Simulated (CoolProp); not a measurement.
Hexamethyldisiloxane (MM) along the isotherm 620 K: Z from the reference equation and from simpler models built on Tc = 518.7 K, pc = 1.931 MPa, ω = 0.418; each cubic takes its own stable root.

Model: reference Helmholtz-energy equation of state, Thol 2016, in CoolProp.

| p (MPa) | phase | reference |
|---|---|---|
| 0.362 | gas | 0.9648 |
| 0.724 | gas | 0.9290 |
| 1.09 | gas | 0.8927 |
| 1.45 | gas | 0.8574 |
| 1.81 | gas | 0.8229 |
| 2.17 | supercritical | 0.7894 |
| 2.53 | supercritical | 0.7573 |
| 2.9 | supercritical | 0.7257 |

Q: How far does each simpler model (Pitzer virial, Redlich-Kwong, Peng-Robinson) lie from the reference over these 8 states: mean and median of the absolute difference, and the worst?

A: 
- Pitzer virial: mean 1.1 %, median 1.3 %, worst +1.7 % at 620 K and 2.17 MPa
- Redlich-Kwong: mean 3.4 %, median 2.7 %, worst -8.4 % at 620 K and 2.9 MPa
- Peng-Robinson: mean 0.9 %, median 0.9 %, worst -1.4 % at 620 K and 2.9 MPa
